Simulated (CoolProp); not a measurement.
Vapour-liquid equilibrium of isobutene (1) + n-butane (2) at 349.1 K; x and y are mole fractions of (1).

Values from CoolProp's multi-fluid Helmholtz-energy mixture model, Lemmon 2005 and Bücker 2006; pair parameters Bell 2016.

```
x     bubble pressure, mixture model (MPa)  bubble pressure, Raoult's law (MPa)  y, mixture model  y, Raoult's law
----  ------------------------------------  -----------------------------------  ----------------  ---------------
0.05                                0.9376                               0.9354             0.059            0.060
0.15                                0.9608                               0.9551             0.173            0.176
0.25                                0.9826                               0.9748             0.282            0.288
0.35                                 1.003                               0.9945             0.386            0.395
0.45                                 1.023                                1.014             0.486            0.498
0.55                                 1.043                                1.034             0.584            0.597
0.65                                 1.061                                1.054             0.680            0.693
0.75                                 1.079                                1.073             0.773            0.784
0.85                                 1.097                                1.093             0.865            0.873
0.95                                 1.114                                1.113             0.955            0.958
```

The largest gap from Raoult's law is +0.9 % in bubble pressure, at x = 0.45. No azeotrope shows between x = 0.05 and 0.95.

The pair parameters rest on a limited set of measurements; away from them the model extrapolates.
